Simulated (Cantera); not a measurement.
Charge: 1 mol MgCO₃, 0.31 mol SO₃, 0.069 mol H₂O, 1.3 mol O₂, held at 1577 °C and 39.8 Torr.

These are equilibrium values from Cantera (NASA tables, ideal gas, pure condensed phases), not measurements of a reactor. Candidate condensed phases: C, C₆H₆, C₇H₈, C₈H₁₈, H₂O, H₂SO₄, Mg, MgCO₃, MgO, Mg(OH)₂, MgS, MgSO₄, S; 130 gas species. Rates play no part.

Base state: O₂ 0.513, CO₂ 0.352, SO₂ 0.109, H₂O 0.0237, OH 0.00117, CO 0.000727, O 0.000600, SO₃ 0.000160 (mole fractions); condensed: MgO(s).

Q: What changes in the equilibrium state with this change: SO₃ from 0.31 to 2.9 mol?

A: 
```
species        before     after
-----------  --------  --------
SO₂             0.109     0.431
O₂              0.513     0.409
CO₂             0.352     0.148
H₂O            0.0237   0.00990
SO            2.26e-5   1.00e-4
SO₃          0.000160  0.000562
H₂            1.22e-5   5.70e-6
CO           0.000727  0.000343
MgO(s), mol     1.000     1.000
```

Q: What changes in the equilibrium state with this change: temperature from 1577 °C to 875 °C?

A: 
| species | before | after |
|---|---|---|
| O₂ | 0.513 | 0.512 |
| CO₂ | 0.352 | 0.354 |
| SO₂ | 0.109 | 0.103 |
| SO₃ | 0.000160 | 0.00677 |
| H₂O | 0.0237 | 0.0244 |
| CO | 0.000727 | 1.04e-8 |
| O | 0.000600 | 2.47e-8 |
| SO | 2.26e-5 | <1e-9 |
| H₂ | 1.22e-5 | <1e-9 |
| OH | 0.00117 | 1.84e-6 |
| MgO(s), mol | 1.000 | 1.00 |
